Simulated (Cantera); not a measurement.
Input: 1 mol C2H6, 1.1 mol O2, 0.5 mol H2, at 1023.15 K and 0.133 bar.

Cantera equilibrium calculation (NASA polynomials, part measured and part estimated; ideal gas, pure solids and liquids). Rates play no part.

| species | before | after |
|---|---|---|
| H2 | 0.614 | 0.967 |
| CO | 0.347 | 0.0228 |
| CH4 | 0.00134 | 0.00934 |
| H2O | 0.0217 | 0.000803 |
| CO2 | 0.0161 | 2.48e-5 |
| C(graphite), mol | 0 | 1.89 |
Gas species are given as mole fractions.

**Question.** What was changed between the two runs?
A. C2H6 replaced by C2H2
B. O2 from 1.1 to 0.92 mol
C. O2 from 1.1 to 0.042 mol
D. O2 from 1.1 to 0.016 mol

**Answer.** C, O2 from 1.1 to 0.042 mol
